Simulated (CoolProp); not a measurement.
R142b along the isotherm 233.2 K: fugacity coefficient from the reference equation and from simpler models built on Tc = 410.3 K, pc = 4.055 MPa, ω = 0.232; each cubic takes its own stable root.

Values from CoolProp's reference Helmholtz-energy equation of state, Lemmon 2006. It is a short technical equation, of lower accuracy than the large ones.

| p (MPa) | phase | reference | Soave-Redlich-Kwong | Peng-Robinson |
|---|---|---|---|---|
| 0.78 | liquid | 0.03112 | 0.03096 | 0.03189 |
| 1.56 | liquid | ___ | 0.01604 | 0.01645 |
| 2.34 | liquid | 0.01106 | 0.01108 | 0.01132 |
| 3.12 | liquid | 0.008564 | ___ | 0.008761 |
| 3.9 | liquid | 0.007074 | ___ | 0.007232 |
| 4.68 | liquid | 0.006086 | ___ | 0.006218 |
| 5.46 | liquid | ___ | 0.005468 | 0.005500 |
| 6.24 | liquid | 0.004865 | 0.004956 | ___ |
| 7.02 | liquid | 0.004464 | 0.004563 | 0.004553 |
| 7.8 | liquid | 0.004147 | 0.004253 | 0.004228 |
| 8.58 | liquid | 0.003892 | 0.004004 | 0.003965 |
| 9.36 | liquid | 0.003682 | 0.003801 | ___ |
| 10.1 | liquid | 0.003517 | 0.003642 | 0.003579 |

What belongs in the gaps?


- 1.56, reference: 0.01607
- 3.12, Soave-Redlich-Kwong: 0.008608
- 3.9, Soave-Redlich-Kwong: 0.007134
- 4.68, Soave-Redlich-Kwong: 0.006158
- 5.46, reference: 0.005385
- 6.24, Peng-Robinson: 0.004965
- 9.36, Peng-Robinson: 0.003750
